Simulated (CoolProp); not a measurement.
Vapour-liquid equilibrium of benzene (1) + p-xylene (2) at 313.2 K; x and y are mole fractions of (1).

Values from CoolProp's multi-fluid Helmholtz-energy mixture model, Thol 2012 and Zhou 2012; pair parameters Bell 2016.

```json
[
 {"x": "0.05", "bubble pressure (kPa)": "3.675", "y at the bubble point": "0.311", "dew pressure at overall composition x (kPa)": "?", "liquid density (mol/L)": "8.063"},
 {"x": "0.125", "bubble pressure (kPa)": "5.245", "y at the bubble point": "0.556", "dew pressure at overall composition x (kPa)": "2.993", "liquid density (mol/L)": "8.244"},
 {"x": "0.2", "bubble pressure (kPa)": "6.860", "y at the bubble point": "0.690", "dew pressure at overall composition x (kPa)": "3.235", "liquid density (mol/L)": "8.432"},
 {"x": "0.275", "bubble pressure (kPa)": "8.505", "y at the bubble point": "0.773", "dew pressure at overall composition x (kPa)": "?", "liquid density (mol/L)": "8.626"},
 {"x": "0.35", "bubble pressure (kPa)": "10.17", "y at the bubble point": "0.830", "dew pressure at overall composition x (kPa)": "?", "liquid density (mol/L)": "8.829"},
 {"x": "0.425", "bubble pressure (kPa)": "11.83", "y at the bubble point": "0.871", "dew pressure at overall composition x (kPa)": "4.270", "liquid density (mol/L)": "9.039"},
 {"x": "0.5", "bubble pressure (kPa)": "13.50", "y at the bubble point": "0.902", "dew pressure at overall composition x (kPa)": "4.780", "liquid density (mol/L)": "9.257"},
 {"x": "0.575", "bubble pressure (kPa)": "?", "y at the bubble point": "0.926", "dew pressure at overall composition x (kPa)": "?", "liquid density (mol/L)": "9.484"},
 {"x": "0.65", "bubble pressure (kPa)": "16.80", "y at the bubble point": "0.945", "dew pressure at overall composition x (kPa)": "6.288", "liquid density (mol/L)": "?"},
 {"x": "0.725", "bubble pressure (kPa)": "18.44", "y at the bubble point": "0.960", "dew pressure at overall composition x (kPa)": "7.470", "liquid density (mol/L)": "9.969"},
 {"x": "0.8", "bubble pressure (kPa)": "?", "y at the bubble point": "0.973", "dew pressure at overall composition x (kPa)": "9.207", "liquid density (mol/L)": "?"},
 {"x": "0.875", "bubble pressure (kPa)": "21.71", "y at the bubble point": "0.985", "dew pressure at overall composition x (kPa)": "12.01", "liquid density (mol/L)": "10.50"},
 {"x": "0.95", "bubble pressure (kPa)": "23.34", "y at the bubble point": "0.994", "dew pressure at overall composition x (kPa)": "17.32", "liquid density (mol/L)": "10.78"}
]
```

Complete the blanks.


- 0.05, dew pressure at overall composition x (kPa): 2.785
- 0.275, dew pressure at overall composition x (kPa): 3.519
- 0.35, dew pressure at overall composition x (kPa): 3.858
- 0.575, bubble pressure (kPa): 15.16
- 0.575, dew pressure at overall composition x (kPa): 5.431
- 0.65, liquid density (mol/L): 9.721
- 0.8, bubble pressure (kPa): 20.08
- 0.8, liquid density (mol/L): 10.23

No azeotrope shows between x = 0.05 and 0.95.

Pair parameters are fitted to limited data, so mixtures are less certain than the pure fluids.
